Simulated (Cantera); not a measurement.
Cantera with NASA thermochemical tables; ideal gases at 1 bar, condensed phases pure. Values are per mole of reaction as written; species without (g) are pure solids or liquids, kept so even where they would boil at 1 bar.

OH(g) + Li(g) ⇌ LiOH

```csv
T (K),ΔH° (kJ),ΔS° (J/K),ΔG° (kJ),log10 K
1273,-637.9,-221.8,-355.6,14.59
1348,___,___,___,___
1423,___,___,___,___
1498,-630.3,-216.3,-306.4,10.68
1573,-627.8,-214.6,-290.2,9.64
1648,-625.4,-213.1,-274.2,8.69
1723,-622.9,-211.7,-258.2,7.83
1798,-620.5,-210.3,-242.4,7.04
1873,-618.1,-209.0,-226.7,6.32
```

Q: Fill in the missing entries.

A: 
- 1348, ΔH° (kJ): -635.4
- 1348, ΔS° (J/K): -219.8
- 1348, ΔG° (kJ): -339.1
- 1348, log10 K: 13.14
- 1423, ΔH° (kJ): -632.8
- 1423, ΔS° (J/K): -218.0
- 1423, ΔG° (kJ): -322.7
- 1423, log10 K: 11.84
